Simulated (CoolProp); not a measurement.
Vapour-liquid equilibrium of methane (1) + ethane (2) at 144.5 K; x and y are mole fractions of (1).

Model: multi-fluid Helmholtz-energy mixture model, Setzmann 1991 and Bücker 2006; pair parameters Kunz 2012, in CoolProp.

```csv
x,"bubble pressure, mixture model (MPa)","bubble pressure, Raoult's law (MPa)","y, mixture model","y, Raoult's law"
0.05,(withheld),0.04577,0.899,0.878
0.2,0.1971,0.1654,0.973,0.972
0.35,0.3211,0.2851,0.985,0.987
0.5,(withheld),0.4047,0.990,0.993
0.65,0.5368,0.5243,(withheld),0.996
0.8,(withheld),0.6440,0.996,0.998
0.95,0.7581,0.7636,0.999,1.000
```

Problem. Complete the blanks.

Solution. 
- 0.05, bubble pressure, mixture model (MPa): 0.05675
- 0.5, bubble pressure, mixture model (MPa): 0.4326
- 0.65, y, mixture model: 0.994
- 0.8, bubble pressure, mixture model (MPa): 0.6413

The largest gap from Raoult's law is +24.0 % in bubble pressure, at x = 0.05. No azeotrope shows between x = 0.05 and 0.95.

Pair parameters are fitted to limited data, so mixtures are less certain than the pure fluids. The gap from Raoult's law changes sign with composition, which may be real or a fault of the pair parameters; it wasn't checked against measurements.
